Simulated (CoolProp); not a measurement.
Propane along the isotherm -55.25 °C: Z from the reference equation and from simpler models built on Tc = 96.7 °C, pc = 4251 kPa, ω = 0.152; each cubic takes its own stable root.

Computed with CoolProp (reference Helmholtz-energy equation of state, Lemmon 2009).

| p (kPa) | phase | reference | van der Waals | Redlich-Kwong | Peng-Robinson |
|---|---|---|---|---|---|
| 213 | liquid | 0.008699 | 0.9470 | 0.009290 | 0.008128 |
| 425 | liquid | 0.01735 | 0.02731 | 0.01853 | 0.01621 |
| 638 | liquid | 0.02604 | 0.04095 | 0.02779 | 0.02432 |
| 850 | liquid | 0.03468 | (withheld) | 0.03701 | 0.03239 |
| 1060 | liquid | 0.04323 | 0.06788 | 0.04612 | 0.04038 |
| 1280 | liquid | (withheld) | 0.08187 | 0.05567 | 0.04874 |
| 1490 | liquid | 0.06072 | 0.09520 | 0.06476 | 0.05671 |
| 1700 | liquid | 0.06926 | 0.1085 | 0.07385 | 0.06468 |
| 1910 | liquid | 0.07779 | 0.1218 | 0.08293 | 0.07264 |
| 2130 | liquid | (withheld) | 0.1356 | (withheld) | (withheld) |

Some entries are withheld; supply them.


- 850, van der Waals: 0.05450
- 1280, reference: 0.05218
- 2130, reference: 0.08672
- 2130, Redlich-Kwong: 0.09242
- 2130, Peng-Robinson: 0.08097

At some of these states van der Waals gives the other phase, because its saturation line lies elsewhere.
